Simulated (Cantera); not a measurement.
An isothermal, constant-pressure homogeneous reactor starts with C2H6 : N2 = 1 : 2.8 (molar parts), at 1525 K and 110 Pa.

Detailed kinetics in Cantera: GRI-Mech 3.0 (53 species, 325 reactions). GRI-Mech 3.0 stops at C3 and has no aromatics, soot or wall deposition, so with more carbon than oxygen in the feed, carbon stays in small species such as C2H2 where larger ones or solid carbon would form. Radical loss at walls, strong at low pressure, is not modelled.

x: mole fraction; the columns are a selection and need not sum to one.

```
t (s)         x C2H6       x CH3       x C2H       x CH4      x C2H2       x HCN
--------  ----------  ----------  ----------  ----------  ----------  ----------
0.000700       0.259     0.00520      <1e-12    0.000287     1.02e-8    7.61e-12
0.00236        0.244  (withheld)    1.92e-10  (withheld)  (withheld)  (withheld)
0.00798        0.155      0.0356     5.63e-8      0.0250     0.00193     1.13e-7
0.0270        0.0129      0.0227     8.51e-7      0.0927      0.0419     4.47e-7
0.0911    (withheld)  (withheld)  (withheld)      0.0939  (withheld)     6.09e-7
0.308        2.75e-5     0.00125     1.97e-7      0.0880       0.124     6.14e-7
1.04         9.37e-6    0.000666     1.23e-7      0.0834       0.139     6.09e-7
3.51         7.79e-6    0.000616     1.30e-7      0.0761       0.146     6.13e-7
11.8         5.18e-6    0.000518     1.55e-7      0.0561       0.153     6.49e-7
40.0         1.50e-6    0.000295     1.98e-7      0.0264       0.164     7.85e-7
```

Problem. Complete the blanks.

Solution. 
- 0.00236, x CH3: 0.0148
- 0.00236, x CH4: 0.00287
- 0.00236, x C2H2: 8.33e-6
- 0.00236, x HCN: 7.14e-9
- 0.0911, x C2H6: 0.000201
- 0.0911, x CH3: 0.00381
- 0.0911, x C2H: 4.58e-7
- 0.0911, x C2H2: 0.0980
